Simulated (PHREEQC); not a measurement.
A made-up water analysis in mg/kgw, 81 °C, pH 6.01, pe 1: Na 0.696; K 0.291; Ca 0.96; Mg 0.215; Cl 1.02; S(6) as SO4 2.05; Alkalinity as HCO3 2.04; Mn(2) 0.000743.

Valence states are taken as typed.

The numbers come from PHREEQC with the ion-association model, phreeqc.dat.

* **ionic strength**: 0.000158 mol/kgw
* **charge-balance error**: -0.7 %

```tsv
species	molality	activity	log γ
CO2	7.21e-5	7.21e-5	0.000
HCO3-	3.41e-5	3.36e-5	-0.007
Na+	3.03e-5	2.98e-5	-0.007
Cl-	2.88e-5	2.83e-5	-0.007
Ca+2	2.38e-5	2.23e-5	-0.028
SO4-2	2.11e-5	1.98e-5	-0.028
Mg+2	8.71e-6	8.16e-6	-0.028
K+	7.44e-6	7.32e-6	-0.007
H+	9.93e-7	9.77e-7	-0.007
OH-	2.80e-7	2.76e-7	-0.007
MgSO4	1.27e-7	1.27e-7	0.000
```

Precipitation was switched off in this run. Species that the database lacks are ignored. Away from 25 °C the constants follow the database's enthalpies or fits; those with neither stay at their 25 °C values.
